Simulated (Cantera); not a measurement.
A freely propagating, adiabatic, planar premixed flame of CH4 : C2H6 : C3H8 : O2 : N2 = 1 : 0.38 : 0.42 : 5.6 : 21 (molar parts), unburnt at 400 K and 5.00 bar; mixture-averaged transport, grid criteria slope 0.08 and curve 0.16, no radiation.

Detailed kinetics in Cantera: GRI-Mech 3.0 (53 species, 325 reactions). GRI-Mech 3.0 was tuned for natural gas; its chemistry of propane as a main component is partial and can be far from experiment. Burning velocities carry a grid error of a few per cent, more on coarse grids.

x: mole fraction of selected species; z is measured from the peak of heat release.

```tsv
z (mm)	T (K)	u (m/s)	x CH4	x C2H6	x C3H8	x C2H2	x O2	x H2
-0.310	400	0.418	0.0352	0.0134	0.0148	2.57e-8	0.197	0.000673
-0.207	403	0.422	0.0350	0.0134	0.0148	3.31e-7	0.197	0.00192
-0.155	413	0.432	0.0348	0.0133	0.0147	1.58e-6	0.196	0.00336
-0.103	…	0.511	0.0330	0.0130	0.0145	1.59e-5	0.189	0.00626
-0.0517	…	0.990	0.0238	0.00927	0.0108	0.000171	0.149	0.0107
-0.0258	…	1.49	0.0143	0.00406	0.00392	0.000414	0.104	0.0128
0	…	1.97	0.00374	0.000205	7.18e-5	0.000575	0.0565	0.0124
0.0258	1970	2.16	0.000223	2.70e-7	<1e-8	6.06e-5	0.0319	0.00895
0.0517	2047	2.24	6.47e-6	<1e-8	<1e-8	1.27e-6	0.0237	0.00739
0.103	2134	2.32	1.02e-8	<1e-8	<1e-8	<1e-8	0.0182	0.00631
0.207	2216	2.39	<1e-8	<1e-8	<1e-8	<1e-8	0.0143	0.00479
0.413	2275	2.45	<1e-8	<1e-8	<1e-8	<1e-8	0.0114	0.00334
0.827	2310	2.48	<1e-8	<1e-8	<1e-8	<1e-8	0.00952	0.00243
```

Complete the blanks.


- -0.103, T (K): 485
- -0.0517, T (K): 921
- -0.0258, T (K): 1363
- 0, T (K): 1785
